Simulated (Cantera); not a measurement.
**Equilibrium for tantalum, niobium, vanadium and zirconium in process gases: V + N₂ + H₂**

Feed: 1 mol V, 5.9 mol N₂, 3.3 mol H₂, at 47.0 Pa.

These are equilibrium values from Cantera (NASA tables, ideal gas, pure condensed phases), not measurements of a reactor. Candidate condensed phases: V, VN; 11 gas species. VN: taken at fixed stoichiometry. Condensed phases not in the tables: V₂N, N, O or C dissolved in the metal. The numbers say what is thermodynamically allowed, not how fast it happens.

From 1750 K to 1850 K the condensed part is VN(s). From 1950 K to 2150 K the condensed part is V(s). From 2250 K to 2650 K nothing is condensed. The main V-bearing gas is V throughout.

| T (K) | log p N₂ | log p H | log p H₂ | log p V | log p N | log p VN | log p NH | log p NH₃ | n VN(s) | n V(s) |
|---|---|---|---|---|---|---|---|---|---|---|
| 1750 | -3.54 | -5.51 | -3.75 | -7.88 | -12.60 | -12.45 | -13.26 | -11.89 | 1.000 | 0 |
| 1850 | -3.54 | -5.15 | -3.76 | -6.73 | -11.83 | -11.30 | -12.69 | -11.99 | 0.997 | 0 |
| 1950 | -3.53 | -4.84 | -3.80 | -5.97 | -11.13 | -10.54 | -12.18 | -12.12 | 0 | 0.979 |
| 2050 | -3.54 | -4.56 | -3.83 | -5.32 | -10.51 | -9.89 | -11.74 | -12.25 | 0 | 0.902 |
| 2150 | -3.56 | -4.32 | -3.89 | -4.72 | -9.95 | -9.30 | -11.36 | -12.41 | 0 | 0.592 |
| 2250 | -3.60 | -4.12 | -3.99 | -4.37 | -9.45 | -8.97 | -11.04 | -12.64 | 0 | 0 |
| 2350 | -3.62 | -3.96 | -4.10 | -4.39 | -8.99 | -9.00 | -10.75 | -12.88 | 0 | 0 |
| 2450 | -3.64 | -3.83 | -4.27 | -4.41 | -8.56 | -9.03 | -10.52 | -13.18 | 0 | 0 |
| 2550 | -3.66 | -3.75 | -4.48 | -4.43 | -8.17 | -9.06 | -10.34 | -13.55 | 0 | 0 |
| 2650 | -3.67 | -3.70 | -4.73 | -4.44 | -7.80 | -9.08 | -10.19 | -13.98 | 0 | 0 |
log p: log10 of the partial pressure in bar; n: condensed amount in mol.
